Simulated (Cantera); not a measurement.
Input (Python, Cantera):

```python
import numpy as np
import cantera as ct

surf = ct.Interface("ptcombust.yaml", "Pt_surf")
gas = surf.adjacent["gas"]
gas.TPX = 673, 101325, {'H2': 0.016, 'O2': 0.11, 'N2': 0.79}
surf.TP = 673, 101325
reactor = ct.FlowReactor(gas, clone=False)
reactor.area = 0.0001  # m2
reactor.surface_area_to_volume_ratio = 660  # 1/m
reactor.mass_flow_rate = 0.42 * reactor.area * gas.density  # inlet velocity 0.42 m/s
reactor.energy_enabled = False
wall = ct.ReactorSurface(surf, reactor, clone=False)
net = ct.ReactorNet([reactor])
net.rtol, net.atol = 1e-8, 1e-16
show, cover = ['H2', 'O2', 'H2O'], ['PT(S)', 'H(S)', 'O(S)', 'OH(S)', 'CO(S)', 'C(S)']

rows = []
print(f"{'z/m':>9s}{'u/(m/s)':>9s}" + "".join(f"{s:>13s}" for s in show + cover))
for z in [4.4e-05, 7.3e-05, 0.00012, 0.0002, 0.00034, 0.00056, 0.00094, 0.0016, 0.0026, 0.0044]:
    net.advance(z)
    rows.append([reactor.speed, *gas[show].X, *surf[cover].coverages])
    print(f"{z:9.4g}{rows[-1][0]:9.3g}" + "".join(f"{x:13.4e}" for x in rows[-1][1:]))
```

It prints:

```
      z/m  u/(m/s)           H2           O2          H2O        PT(S)         H(S)         O(S)        OH(S)        CO(S)         C(S)
  4.4e-05    0.419   1.1220e-02   1.1731e-01   6.3025e-03   1.6782e-01   9.5025e-08   8.2282e-01   9.3463e-03  -5.4806e-26  -3.6957e-29
  7.3e-05    0.418   9.0475e-03   1.1635e-01   8.4940e-03   1.3646e-01   6.2588e-08   8.5449e-01   9.0283e-03  -1.3968e-24  -8.3393e-28
  0.00012    0.418   6.8688e-03   1.1538e-01   1.0692e-02   1.0449e-01   3.7077e-08   8.8705e-01   8.4376e-03   1.1814e-28   1.8793e-32
   0.0002    0.417   4.8566e-03   1.1449e-01   1.2722e-02   7.4517e-02   1.9465e-08   9.1792e-01   7.5519e-03   9.4929e-26  -7.0753e-29
  0.00034    0.417   3.1992e-03   1.1375e-01   1.4394e-02   4.9532e-02   9.1259e-09   9.4401e-01   6.4482e-03   3.5144e-26  -3.2176e-29
  0.00056    0.417   2.0741e-03   1.1326e-01   1.5529e-02   3.2494e-02   4.2489e-09   9.6211e-01   5.3849e-03   3.5422e-27  -3.7373e-30
  0.00094    0.417   1.2811e-03   1.1290e-01   1.6329e-02   2.0585e-02   1.8808e-09   9.7503e-01   4.3776e-03   5.9116e-26  -1.1772e-29
   0.0016    0.416   7.5605e-04   1.1267e-01   1.6858e-02   1.2972e-02   8.2752e-10   9.8350e-01   3.5232e-03   4.0679e-28   2.0485e-30
   0.0026    0.416   4.4775e-04   1.1253e-01   1.7169e-02   8.8482e-03   4.1464e-10   9.8822e-01   2.9329e-03  -6.5247e-28  -8.9095e-31
   0.0044    0.416   2.3227e-04   1.1244e-01   1.7387e-02   6.3347e-03   2.2078e-10   9.9117e-01   2.4948e-03  -1.7318e-27  -1.0889e-30
```

Detailed kinetics in Cantera: Deutschmann's 1995 Pt surface mechanism with GRI-Mech 3.0 gas chemistry. Catalytic surfaces can have several steady states; this one follows from the mechanism file's or the stated starting coverage. Mass transfer to the wall is taken as infinitely fast.
